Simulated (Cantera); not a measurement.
A closed system holds: 1 mol Al2O3, 0.92 mol Cl2, 0.41 mol O2, at 1027 °C and 27.0 mbar.

Cantera equilibrium calculation (NASA polynomials, part measured and part estimated; ideal gas, pure solids and liquids). Candidate condensed phases: Al, AlCl3, Al2O3; 17 gas species. Rates play no part.

Base state: Cl2 0.640, O2 0.299, Cl 0.0604, ClO 0.000179, AlCl3 6.31e-5 (mole fractions); condensed: Al2O3(s).

Task: What changes in the equilibrium state with this change: pressure from 27.0 mbar to 0.100 bar?

Result: 
```tsv
species	before	after
Cl2	0.640	0.665
O2	0.299	0.303
Cl	0.0604	0.0320
AlCl3	6.31e-5	4.76e-5
ClO	0.000179	0.000183
Al2O3(s), mol	1.000	1.000
```
